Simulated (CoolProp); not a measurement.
Vapour pressure (MPa) of octamethylcyclotetrasiloxane (D4): the reference equation beside estimates from Tc = 586.5 K, pc = 1.347 MPa, ω = 0.598.

The numbers come from the reference Helmholtz-energy equation of state, Thol 2015 in CoolProp.

```json
[
 {"T (K)": "396.5", "reference": "0.02123", "van der Waals": "0.2256", "Soave-Redlich-Kwong": "0.02128"},
 {"T (K)": "406.2", "reference": "0.02951", "van der Waals": "0.2557", "Soave-Redlich-Kwong": "0.02954"},
 {"T (K)": "415.8", "reference": "0.04009", "van der Waals": "0.2881", "Soave-Redlich-Kwong": "0.04011"},
 {"T (K)": "425.5", "reference": "0.05364", "van der Waals": "0.3233", "Soave-Redlich-Kwong": "0.05369"},
 {"T (K)": "435.2", "reference": "0.07058", "van der Waals": "0.3613", "Soave-Redlich-Kwong": "0.07072"},
 {"T (K)": "444.8", "reference": "0.09122", "van der Waals": "0.4015", "Soave-Redlich-Kwong": "0.09154"},
 {"T (K)": "454.5", "reference": "0.1166", "van der Waals": "0.4450", "Soave-Redlich-Kwong": "0.1172"},
 {"T (K)": "464.1", "reference": "0.1467", "van der Waals": "0.4909", "Soave-Redlich-Kwong": "0.1479"},
 {"T (K)": "473.8", "reference": "0.1830", "van der Waals": "0.5402", "Soave-Redlich-Kwong": "0.1849"},
 {"T (K)": "483.5", "reference": "0.2258", "van der Waals": "0.5925", "Soave-Redlich-Kwong": "0.2287"},
 {"T (K)": "493.1", "reference": "0.2754", "van der Waals": "0.6473", "Soave-Redlich-Kwong": "0.2795"},
 {"T (K)": "502.8", "reference": "0.3335", "van der Waals": "0.7058", "Soave-Redlich-Kwong": "0.3393"},
 {"T (K)": "512.5", "reference": "0.4006", "van der Waals": "0.7675", "Soave-Redlich-Kwong": "0.4084"},
 {"T (K)": "522.1", "reference": "0.4768", "van der Waals": "0.8317", "Soave-Redlich-Kwong": "0.4869"}
]
```

Absolute difference from the reference over all 14 rows, mean and median: van der Waals 349.2 and 258.1 %, Soave-Redlich-Kwong 0.9 and 0.7 %.
